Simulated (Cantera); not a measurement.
Input: 1 mol Si, 2.3 mol NF3, at 623.15 K and 51.0 mbar.

Method: chemical equilibrium by Gibbs-energy minimisation in Cantera with the NASA 1993 tables (ideal gas, pure condensed phases). Equilibrium is a limit: real reactors are often held back by kinetics, nucleation or transport.

```
species          before  after
-------------  --------  -----
SiF4              0.375   1.00
NF3               0.350  <1e-9
N2                0.256  <1e-9
F2               0.0183  <1e-9
F              0.000154  <1e-9
Si(s), mol            0  0.160
Si3N4(s), mol         0  0.140
```
Gas species are given as mole fractions.

Question: Which change was made?
A) temperature from 623.15 K to 550 K
B) pressure from 51.0 mbar to 1.33 mbar
C) temperature from 623.15 K to 798.15 K
D) NF3 from 2.3 to 0.56 mol

Answer: D, NF3 from 2.3 to 0.56 mol
